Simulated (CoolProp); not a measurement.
Model: reference Helmholtz-energy equation of state, Span 2003, in CoolProp. It is a short technical equation, of lower accuracy than the large ones.

**Question.** For n-heptane, give the phase and the speed of sound (m/s), isothermal compressibility (1/MPa), Prandtl number, fugacity coefficient at 231.65 °C and 4.16 MPa; 231.65 °C and 6.24 MPa.

**Answer.** 
- 231.65 °C and 4.16 MPa: liquid; speed of sound 380, isothermal compressibility 0.0188, Prandtl number 3.41, fugacity coefficient 0.329
- 231.65 °C and 6.24 MPa: liquid; speed of sound 439, isothermal compressibility 0.0133, Prandtl number 3.46, fugacity coefficient 0.243

Viscosity comes from a separate model (Michailidou 2014). Thermal conductivity comes from a separate model (Assael 2013).
